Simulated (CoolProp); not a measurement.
Vapour-liquid equilibrium of isohexane (1) + n-heptane (2) at 0.00109 MPa; x and y are mole fractions of (1).

The numbers come from the multi-fluid Helmholtz-energy mixture model, Lemmon 2006 and Span 2003; pair parameters Bell 2016 in CoolProp.

| x | bubble temperature (K) | y at the bubble point | dew temperature at overall composition x (K) | liquid density (mol/L) |
|---|---|---|---|---|
| 0.05 | 264.0 | 0.261 | 267.2 | 7.103 |
| 0.15 | 258.2 | 0.556 | 265.8 | 7.227 |
| 0.25 | 253.9 | 0.712 | 264.2 | 7.342 |
| 0.35 | 250.5 | 0.805 | 262.5 | 7.452 |
| 0.45 | 247.8 | 0.866 | 260.5 | 7.559 |
| 0.55 | 245.5 | 0.908 | 258.3 | 7.665 |
| 0.65 | 243.4 | 0.939 | 255.7 | 7.770 |
| 0.75 | 241.7 | 0.963 | 252.6 | 7.876 |
| 0.85 | 240.1 | 0.980 | 248.6 | 7.982 |
| 0.95 | 238.7 | 0.994 | 242.7 | 8.089 |

No azeotrope shows between x = 0.05 and 0.95.

The pair parameters rest on a limited set of measurements; away from them the model extrapolates.
